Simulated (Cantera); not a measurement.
A perfectly stirred reactor is fed with CH₃OH : O₂ : N₂ = 0.0025 : 0.0033 : 1 (molar parts), equivalence ratio 1.1, at 10.0 bar; it is held at 1175 K, and followed from long to short residence time.

Computed with Cantera and GRI-Mech 3.0 (53 species, 325 reactions). GRI-Mech 3.0 was tuned for natural gas; its chemistry of methanol as a main component is partial and can be far from experiment.

### Question
What does this change do: pressure from 10.0 bar to 0.700 bar?

### Answer
| quantity | before | after |
|---|---|---|
| x(CH₃OH) at τ = 6.70 s | 5.24e-7 | 1.35e-7 |
| x(O₂) at τ = 6.70 s | 1.21e-5 | 9.56e-6 |
| x(C₂H₄) at τ = 6.70 s | 1.04e-10 | 5.77e-11 |
| x(H₂O) at τ = 6.70 s | 0.00447 | 0.00441 |
| x(CO₂) at τ = 6.70 s | 0.00205 | 0.00211 |
| x(CH₃OH) at τ = 54.0 ms | 7.95e-5 | 3.56e-6 |
| x(O₂) at τ = 54.0 ms | 0.00110 | 0.000316 |
| x(C₂H₄) at τ = 54.0 ms | 8.45e-12 | 4.69e-9 |
| x(H₂O) at τ = 54.0 ms | 0.00363 | 0.00430 |
| x(CO₂) at τ = 54.0 ms | 0.000713 | 0.00158 |
